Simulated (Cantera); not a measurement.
SiHCl3 + HCl + H2 (silicon epitaxy and polysilicon growth)

A closed system holds: 1 mol SiHCl3, 0.49 mol HCl, 14 mol H2, equilibrated at 188 Torr.

Method: chemical equilibrium by Gibbs-energy minimisation in Cantera with the NASA 1993 tables (ideal gas, pure condensed phases). Candidate condensed phases: Si; 19 gas species. The tables' values for SiCl3 are old estimates; treat these amounts as uncertain. The numbers say what is thermodynamically allowed, not how fast it happens.

From 850 K to 1450 K the condensed part is Si(s). The main Si-bearing gas is SiCl4 at 850 K and SiCl2 at 1450 K. The share of Si in condensed phases is highest at 1350 K (22.1 %) and lowest at 850 K (5.0 %).

```tsv
T (K)	x H2	x HCl	x SiCl4	x SiCl2	x SiHCl3	n Si(s)
850	0.936	0.00292	0.0392	1.08e-5	0.0209	0.0496
900	0.934	0.00508	0.0389	3.75e-5	0.0203	0.0592
950	0.932	0.00831	0.0383	0.000113	0.0197	0.0727
1000	0.929	0.0129	0.0373	0.000304	0.0190	0.0905
1050	0.924	0.0190	0.0358	0.000733	0.0180	0.113
1100	0.918	0.0269	0.0335	0.00161	0.0169	0.138
1150	0.910	0.0365	0.0304	0.00322	0.0154	0.165
1200	0.901	0.0476	0.0265	0.00593	0.0136	0.191
1250	0.891	0.0596	0.0217	0.0100	0.0116	0.210
1300	0.880	0.0716	0.0166	0.0155	0.00927	0.220
1350	0.869	0.0826	0.0115	0.0221	0.00696	0.221
1400	0.860	0.0915	0.00734	0.0287	0.00488	0.213
1450	0.853	0.0979	0.00430	0.0347	0.00323	0.202
```
x: gas mole fraction; n: condensed amount in mol.
